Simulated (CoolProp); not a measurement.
Vapour-liquid equilibrium of R1234yf (1) + R1234ze(E) (2) at 1.28 MPa; x and y are mole fractions of (1).

Computed with CoolProp (multi-fluid Helmholtz-energy mixture model, Lemmon 2022 and Thol 2016; pair parameters Bell 2022).

```json
[
 {"x": "0.05", "bubble temperature, mixture model (K)": "332.6", "bubble temperature, Raoult's law (K)": "332.7", "y, mixture model": "0.061", "y, Raoult's law": "0.063"},
 {"x": "0.15", "bubble temperature, mixture model (K)": "331.3", "bubble temperature, Raoult's law (K)": "331.5", "y, mixture model": "0.177", "y, Raoult's law": "0.185"},
 {"x": "0.25", "bubble temperature, mixture model (K)": "330.1", "bubble temperature, Raoult's law (K)": "330.3", "y, mixture model": "0.287", "y, Raoult's law": "0.301"},
 {"x": "0.35", "bubble temperature, mixture model (K)": "328.9", "bubble temperature, Raoult's law (K)": "329.2", "y, mixture model": "0.393", "y, Raoult's law": "0.411"},
 {"x": "0.45", "bubble temperature, mixture model (K)": "327.9", "bubble temperature, Raoult's law (K)": "328.1", "y, mixture model": "0.494", "y, Raoult's law": "0.515"},
 {"x": "0.55", "bubble temperature, mixture model (K)": "326.8", "bubble temperature, Raoult's law (K)": "327.0", "y, mixture model": "0.592", "y, Raoult's law": "0.613"},
 {"x": "0.65", "bubble temperature, mixture model (K)": "325.8", "bubble temperature, Raoult's law (K)": "326.0", "y, mixture model": "0.688", "y, Raoult's law": "0.707"},
 {"x": "0.75", "bubble temperature, mixture model (K)": "324.8", "bubble temperature, Raoult's law (K)": "324.9", "y, mixture model": "0.780", "y, Raoult's law": "0.796"},
 {"x": "0.85", "bubble temperature, mixture model (K)": "323.9", "bubble temperature, Raoult's law (K)": "323.9", "y, mixture model": "0.870", "y, Raoult's law": "0.881"},
 {"x": "0.95", "bubble temperature, mixture model (K)": "322.9", "bubble temperature, Raoult's law (K)": "322.9", "y, mixture model": "0.957", "y, Raoult's law": "0.961"}
]
```

The largest gap from Raoult's law is -0.3 K in bubble temperature, at x = 0.35. No azeotrope shows between x = 0.05 and 0.95.

The pair parameters rest on a limited set of measurements; away from them the model extrapolates.
